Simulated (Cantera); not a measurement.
Input (Python, Cantera):

```python
import numpy as np
import cantera as ct

gas = ct.Solution("gri30.yaml")


def delay(T, t_max=10):
    gas.TPX = T, 1000000, {'CH4': 1, 'O2': 1.05, 'N2': 3.79}
    reactor = ct.IdealGasReactor(gas, clone=False)
    net = ct.ReactorNet([reactor])
    net.rtol, net.atol = 1e-8, 1e-16
    while net.time < t_max:
        t_old, T_old = net.time, reactor.T
        net.step()
        if reactor.T > T + 400:  # ignition: a rise of 400 K
            return t_old + (T + 400 - T_old) / (reactor.T - T_old) * (net.time - t_old)
    return np.nan


taus = []
for T in [1275, 1325, 1375, 1425, 1475, 1525, 1575, 1625, 1675, 1725]:
    taus.append(delay(T))
    print(f"T0 = {T:6g} K   tau = {taus[-1]:.4e} s")
```

Output:

```
T0 =   1275 K   tau = 2.4531e-03 s
T0 =   1325 K   tau = 1.3854e-03 s
T0 =   1375 K   tau = 8.0082e-04 s
T0 =   1425 K   tau = 4.7249e-04 s
T0 =   1475 K   tau = 2.8393e-04 s
T0 =   1525 K   tau = 1.7357e-04 s
T0 =   1575 K   tau = 1.0794e-04 s
T0 =   1625 K   tau = 6.8357e-05 s
T0 =   1675 K   tau = 4.4152e-05 s
T0 =   1725 K   tau = 2.9139e-05 s
```

Model: GRI-Mech 3.0 (53 species, 325 reactions), integrated in Cantera.
